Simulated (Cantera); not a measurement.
## Formation from one mole of O2

Cantera with NASA thermochemical tables; ideal gases at 1 bar, condensed phases pure. Values are per mole of reaction as written; species without (g) are pure solids or liquids, kept so even where they would boil at 1 bar.

1.2 Ti + O2(g) = 0.4 Ti3O5

```tsv
T (K)	ΔH° (kJ)	ΔS° (J/K)	ΔG° (kJ)	log10 K	condensed phases
300	-983.7	-190.3	-926.6	161.33	Ti(α), Ti3O5(s)
1575	-968.1	-165.0	-708.2	23.49	Ti(β), Ti3O5(s)
1625	-967.2	-164.5	-700.0	22.50	Ti(β), Ti3O5(s)
1675	-966.3	-163.9	-691.7	21.57	Ti(β), Ti3O5(s)
1725	-965.5	-163.4	-683.6	20.70	Ti(β), Ti3O5(s)
1775	-964.6	-162.9	-675.4	19.88	Ti(β), Ti3O5(s)
1825	-963.8	-162.5	-667.3	19.10	Ti(β), Ti3O5(s)
1875	-962.9	-162.0	-659.1	18.36	Ti(β), Ti3O5(s)
```

Zr + O2(g) = ZrO2(g)

| T (K) | ΔH° (kJ) | ΔS° (J/K) | ΔG° (kJ) | log10 K | condensed phases |
|---|---|---|---|---|---|
| 300 | -286.2 | 29.7 | -295.1 | 51.38 | Zr(α) |
| 1575 | -300.3 | 13.7 | -321.9 | 10.67 | Zr(β) |
| 1625 | -300.8 | 13.4 | -322.5 | 10.37 | Zr(β) |
| 1675 | -301.3 | 13.1 | -323.2 | 10.08 | Zr(β) |
| 1725 | -301.8 | 12.8 | -323.9 | 9.81 | Zr(β) |
| 1775 | -302.4 | 12.4 | -324.5 | 9.55 | Zr(β) |
| 1825 | -303.0 | 12.1 | -325.1 | 9.30 | Zr(β) |
| 1875 | -303.6 | 11.8 | -325.7 | 9.07 | Zr(β) |

Ta + O2(g) = TaO2(g)

```json
[
 {"T (K)": "300", "ΔH° (kJ)": "-200.9", "ΔS° (J/K)": "33.6", "ΔG° (kJ)": "-210.9", "log10 K": "36.73"},
 {"T (K)": "1575", "ΔH° (kJ)": "-210.5", "ΔS° (J/K)": "20.9", "ΔG° (kJ)": "-243.4", "log10 K": "8.07"},
 {"T (K)": "1625", "ΔH° (kJ)": "-211.0", "ΔS° (J/K)": "20.6", "ΔG° (kJ)": "-244.5", "log10 K": "7.86"},
 {"T (K)": "1675", "ΔH° (kJ)": "-211.5", "ΔS° (J/K)": "20.3", "ΔG° (kJ)": "-245.5", "log10 K": "7.66"},
 {"T (K)": "1725", "ΔH° (kJ)": "-212.0", "ΔS° (J/K)": "20.0", "ΔG° (kJ)": "-246.5", "log10 K": "7.46"},
 {"T (K)": "1775", "ΔH° (kJ)": "-212.5", "ΔS° (J/K)": "19.7", "ΔG° (kJ)": "-247.5", "log10 K": "7.28"},
 {"T (K)": "1825", "ΔH° (kJ)": "-213.0", "ΔS° (J/K)": "19.5", "ΔG° (kJ)": "-248.5", "log10 K": "7.11"},
 {"T (K)": "1875", "ΔH° (kJ)": "-213.5", "ΔS° (J/K)": "19.2", "ΔG° (kJ)": "-249.4", "log10 K": "6.95"}
]
```
